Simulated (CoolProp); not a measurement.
Saturated liquid density (kg/m³) of R11: the reference equation beside estimates from Tc = 198.0 °C, pc = 4408 kPa, ω = 0.189. Rackett uses Z = 0.29056 − 0.08775 ω.

The numbers come from the reference Helmholtz-energy equation of state, Jacobsen 1992 in CoolProp.

```tsv
T (°C)	reference	Rackett	Redlich-Kwong	Soave-Redlich-Kwong
25.85	1474	1490	1363	1393
38.45	1444	1459	1330	1363
51.05	1412	1427	1295	1330
63.55	1380	1394	1259	1295
76.15	1345	1360	1220	1258
88.75	1310	1323	1179	1218
101.35	1271	1285	1134	1174
113.85	1231	1245	1087	1127
126.45	1187	1201	1036	1075
139.05	1139	1153	979.9	1017
151.55	1085	1100	918.0	953.0
164.15	1023	1038	846.9	878.2
176.75	943.9	962.1	762.1	787.7
189.35	828.6	852.3	648.6	665.0
```

Absolute difference from the reference over all 14 rows, mean and median: Rackett 1.3 and 1.1 %, Redlich-Kwong 12.5 and 11.2 %, Soave-Redlich-Kwong 9.7 and 8.0 %.
